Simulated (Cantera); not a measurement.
Pyrogenic steam for wet oxidation

An isothermal, constant-pressure homogeneous reactor starts with 11.8 % H₂, 18.8 % O₂, 69.4 % N₂, equivalence ratio 0.32, at 1400 K and 42000 Pa.

Detailed kinetics in Cantera: the H2/O2 subset of GRI-Mech 3.0, which has no nitrogen chemistry. The temperature is held fixed by assumption; the heat of reaction is taken as removed at once.

```
t (s)         x H₂   x O₂    x HO₂      x H   x H₂O₂   x H₂O      x OH
--------  --------  -----  -------  -------  -------  ------  --------
7.00e-5     0.0107  0.130  2.77e-5   0.0360  1.96e-6  0.0871   0.00775
0.000289   0.00233  0.134  2.49e-5  0.00301  1.55e-6   0.119   0.00361
0.00119   0.000124  0.136  5.10e-6  3.40e-5  3.56e-7   0.125  0.000814
0.00492    9.32e-6  0.137  5.69e-7  7.84e-7  6.63e-8   0.125  0.000234
0.0203     1.35e-6  0.137  1.11e-7  4.71e-8  1.46e-8   0.126   9.18e-5
0.0837     3.40e-7  0.137  6.01e-8  6.24e-9  4.54e-9   0.126   4.64e-5
0.345      2.39e-7  0.137  5.90e-8  3.70e-9  3.37e-9   0.126   3.86e-5
1.42       2.39e-7  0.137  5.91e-8  3.69e-9  3.36e-9   0.126   3.86e-5
5.88       2.39e-7  0.137  5.91e-8  3.69e-9  3.36e-9   0.126   3.86e-5
24.2       2.39e-7  0.137  5.91e-8  3.69e-9  3.36e-9   0.126   3.86e-5
100        2.39e-7  0.137  5.91e-8  3.69e-9  3.36e-9   0.126   3.86e-5
```
x: mole fraction; the columns are a selection and need not sum to one.

Equilibrium at this temperature and pressure: H₂ 2.39e-7, O₂ 0.137, HO₂ 5.91e-8, H 3.69e-9, H₂O₂ 3.36e-9, H₂O 0.126, OH 3.86e-5 (gas phase only).
